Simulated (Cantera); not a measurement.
Input (Python, Cantera) and output of one run.

```python
import numpy as np
import cantera as ct

gas_names = """
    H HI HO2 H2 H2O H2O2 I I2 O OH O2 O3
""".split()
cond_names = """
    H2O(s) H2O(L) I2(cr) I2(L)
""".split()


# ... load() reads the species with a 1 bar reference pressure and builds the phases ...
atoms = {
    'HI': {'H': 1, 'I': 1},
    'O2': {'O': 2},
    'H2': {'H': 2},
}
top_T = {}  # K; cautious upper limits of use, not melting points


# ... equilibrate(T, P, feed) seeds the gas with the atoms and calls Mixture.equilibrate('TP', solver="vcs", rtol=1e-11, max_steps=5000) ...
results = []
feed = {'HI': 1, 'O2': 0.053, 'H2': 1.5}  # mol
P = 42000  # Pa
for T in [2623, 2723, 2823, 2923, 3023, 3123, 3223, 3323, 3423, 3523]:
    mix = equilibrate(T, P, feed)
    results.append((T, P, feed, dict(zip(mix.species_names, mix.species_moles))))

top = {s: max(r[3][s] / sum(r[3][g] for g in gas_names) for r in results) for s in gas_names}
cols = sorted((s for s in top if top[s] > 1e-06), key=lambda s: -top[s])[:6]
seen = [c for c in cond_names if any(r[3].get(c, 0) > 1e-12 for r in results)]
print("log10 of partial pressures in bar; condensed amounts in mol")
print(f"{'T/K':>10s}" + "".join(f"{s[:9]:>10s}" for s in cols + seen))
for T, P, feed, n in results:
    ng = sum(n[g] for g in gas_names)
    print(f"{T:10.4g}" + "".join(f"{np.log10(max(n[s] / ng * P / 1e5, 1e-99)):10.3f}" for s in cols)
          + "".join(f"{n.get(c, 0):10.4g}" for c in seen))
```

Output:

```
log10 of partial pressures in bar; condensed amounts in mol
       T/K        H2         H         I       H2O        HI         O
      2623    -0.609    -1.680    -0.896    -1.843    -1.955    -4.801
      2723    -0.622    -1.519    -0.896    -1.855    -2.026    -4.428
      2823    -0.640    -1.372    -0.899    -1.872    -2.097    -4.082
      2923    -0.663    -1.239    -0.905    -1.897    -2.170    -3.761
      3023    -0.694    -1.118    -0.913    -1.932    -2.245    -3.465
      3123    -0.732    -1.010    -0.924    -1.980    -2.324    -3.194
      3223    -0.780    -0.914    -0.937    -2.048    -2.407    -2.950
      3323    -0.837    -0.831    -0.952    -2.141    -2.494    -2.738
      3423    -0.906    -0.759    -0.969    -2.265    -2.586    -2.559
      3523    -0.985    -0.699    -0.987    -2.422    -2.682    -2.416
```

These are equilibrium values from Cantera (NASA tables, ideal gas, pure condensed phases), not measurements of a reactor.
